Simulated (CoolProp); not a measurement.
Properties of n-pentane at several states.

Model: reference Helmholtz-energy equation of state, Thol 2019, in CoolProp.

```csv
T (K),p (bar),phase,Z,speed of sound (m/s),conductivity (mW/(m K)),fugacity coefficient
418.1,97.3,liquid,0.3953,612.4,86.3,…
270.4,0.423,liquid,0.002094,1141,122,…
270.1,118,liquid,0.5747,1229,129,…
```

**Question.** Fill in the missing entries.

**Answer.** 
- 418.1, fugacity coefficient: 0.1657
- 270.4, fugacity coefficient: 0.5027
- 270.1, fugacity coefficient: 0.003166

Thermal conductivity comes from a separate model (Vassiliou 2015).
